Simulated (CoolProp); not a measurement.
A simple Rankine cycle with R1336mzz(E): condensing at 309.15 K, boiler at 1.33 MPa, turbine inlet 409 K, turbine efficiency 0.9, pump efficiency 0.6, no recuperator. Each further row changes one setting.

Model: reference Helmholtz-energy equation of state, Akasaka 2023, in CoolProp.

| case | thermal efficiency (%) | net work (kJ/kg) | heat in (kJ/kg) | turbine exit temperature (K) | volume ratio over the turbine |
|---|---|---|---|---|---|
| as stated | 10.8 | 23.2 | 215 | … | 4.98 |
| condensing temperature 301.15 K | … | … | … | 363.6 | 6.47 |
| boiler pressure 0.931 MPa | 8.6 | 18.9 | … | 379.9 | 3.36 |
| turbine efficiency 0.8 | … | 20.4 | 215 | … | 5.03 |

Problem. Fill in the missing entries.

Solution. 
- as stated, turbine exit temperature (K): 369.3
- condensing temperature 301.15 K, thermal efficiency (%): 12.1
- condensing temperature 301.15 K, net work (kJ/kg): 27.3
- condensing temperature 301.15 K, heat in (kJ/kg): 225
- boiler pressure 0.931 MPa, heat in (kJ/kg): 220
- turbine efficiency 0.8, thermal efficiency (%): 9.5
- turbine efficiency 0.8, turbine exit temperature (K): 372.3
